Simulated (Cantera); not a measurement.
What does this Cantera script print?

```python
import numpy as np
import cantera as ct

gas_names = """
    NF3 F NO CuF2
""".split()
cond_names = """
    Cu2O(s) Cu2O(L)
""".split()


# ... load() reads the species with a 1 bar reference pressure and builds the phases ...
species = {s.name: s for s in load("nasa_gas.yaml", gas_names) + load("nasa_condensed.yaml", cond_names)}
# Each term lists the table entries of one substance; the one whose range holds T is used.
reactions = {
    'Cu2O + NF3(g) + F(g) = NO(g) + 2 CuF2(g)':
        [(-1, ['Cu2O(s)', 'Cu2O(L)']), (-1, ['NF3']), (-1, ['F']), (1, ['NO']), (2, ['CuF2'])],
}


def pick(names, T):
    return next(species[n] for n in names if species[n].thermo.min_temp <= T <= species[n].thermo.max_temp)


results = []
for label, terms in reactions.items():
    print(label)
    print("     T/K   dH/kJ  dS/(J/K)   dG/kJ   log10 K")
    for T in [300, 950, 1150, 1350, 1550, 1750, 1950, 2150, 2350, 2550, 2750]:
        used = [(nu, pick(names, T)) for nu, names in terms]
        dH = sum(nu * s.thermo.h(T) for nu, s in used) / 1e6
        dS = sum(nu * s.thermo.s(T) for nu, s in used) / 1e3
        dG = dH - T * dS / 1e3
        logK = -dG * 1e6 / (ct.gas_constant * T * np.log(10))
        results.append((label, T, dH, dS, dG, logK, [s.name for _, s in used]))
        print(f"{T:8g} {dH:8.1f} {dS:8.1f} {dG:8.1f} {logK:8.2f}")
```

Result:

```
Cu2O + NF3(g) + F(g) = NO(g) + 2 CuF2(g)
     T/K   dH/kJ  dS/(J/K)   dG/kJ   log10 K
     300   -219.6    232.9   -289.5    50.40
     950   -236.9    204.4   -431.1    23.71
    1150   -244.2    197.5   -471.3    21.41
    1350   -252.5    190.8   -510.2    19.74
    1550   -327.0    141.4   -546.2    18.41
    1750   -337.7    135.0   -573.9    17.13
    1950   -348.2    129.3   -600.3    16.08
    2150   -358.6    124.2   -625.6    15.20
    2350   -368.9    119.6   -650.0    14.45
    2550   -378.9    115.5   -673.5    13.80
    2750   -388.8    111.8   -696.2    13.22
```

Cantera with NASA thermochemical tables; ideal gases at 1 bar, condensed phases pure. Condensed species are held in their standard states even where they would react or evaporate.
